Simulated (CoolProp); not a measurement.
C3F8 (R218) along the isobar 450 kPa: Z from the reference equation and from simpler models built on Tc = 71.9 °C, pc = 2640 kPa, ω = 0.317; each cubic takes its own stable root.

Computed with CoolProp (reference Helmholtz-energy equation of state, Lemmon 2006). It is a short technical equation, of lower accuracy than the large ones.

```
T (°C)  phase  reference  Pitzer virial  van der Waals
------  -----  ---------  -------------  -------------
58.45     gas     0.9319         0.9314         0.9414
71.95     gas     0.9415         0.9405         0.9471
85.55     gas     0.9495         0.9482         0.9521
99.05     gas     0.9560         0.9548         0.9565
112.65    gas     0.9616         0.9604         0.9604
126.15    gas     0.9664         0.9652         0.9638
139.75    gas     0.9704         0.9694         0.9668
153.25    gas     0.9740         0.9730         0.9695
166.85    gas     0.9771         0.9761         0.9720
```
